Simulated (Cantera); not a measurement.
Charge: 1 mol PbO, 32 mol H₂, at 625 °C and 83.0 Pa.

Cantera equilibrium calculation (NASA polynomials, part measured and part estimated; ideal gas, pure solids and liquids). Candidate condensed phases: H₂O, Pb, PbO, PbO₂, Pb₃O₄; 12 gas species. Kinetics and transport are ignored.

Base state: H₂ 0.967, H₂O 0.0312, Pb 0.00156 (mole fractions); condensed: Pb(l).

Q: What changes in the equilibrium state with this change: temperature from 625 °C to 902 °C?

A: 
| species | before | after |
|---|---|---|
| H₂ | 0.967 | 0.939 |
| H₂O | 0.0312 | 0.0303 |
| Pb | 0.00156 | 0.0303 |
| Pb(l), mol | 0.950 | 0 |

Q: What changes in the equilibrium state with this change: temperature from 625 °C to 1350 °C?

A: 
```tsv
species	before	after
H₂	0.967	0.937
Pb	0.00156	0.0303
H₂O	0.0312	0.0303
H	3.74e-9	0.00233
Pb(l), mol	0.950	0
```

Q: What changes in the equilibrium state with this change: pressure from 83.0 Pa to 1 atm?

A: 
```
species      before    after
----------  -------  -------
H₂            0.967    0.969
H₂O          0.0312   0.0312
Pb          0.00156  1.28e-6
Pb(l), mol    0.950    1.000
```
